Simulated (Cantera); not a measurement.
Input: 1 mol Pb, 0.15 mol H2, 13 mol N2, 0.87 mol CO, equilibrated at 1398.15 K and 10.0 mbar.

Equilibrium computed with Cantera from the NASA thermochemical tables; the gas is ideal and each condensed phase is pure. Candidate condensed phases: C, C6H6, C7H8, C8H18, H2O, Pb, PbO, PbO2, Pb3O4; 139 gas species. Equilibrium is a limit: real reactors are often held back by kinetics, nucleation or transport.

### Question
What is the equilibrium state?

### Answer
x(N2): 0.866
x(Pb): 0.0666
x(CO): 0.0579
x(H2): 0.00998
x(H): 4.74e-6
x(HCN): 1.90e-6
x(CO2): 1.40e-6
x(Pb2): 1.08e-6
gas amount: 15.02 mol
log10 activity of Pb(l) (absent): -1.11
log10 activity of C(graphite) (absent): -1.38
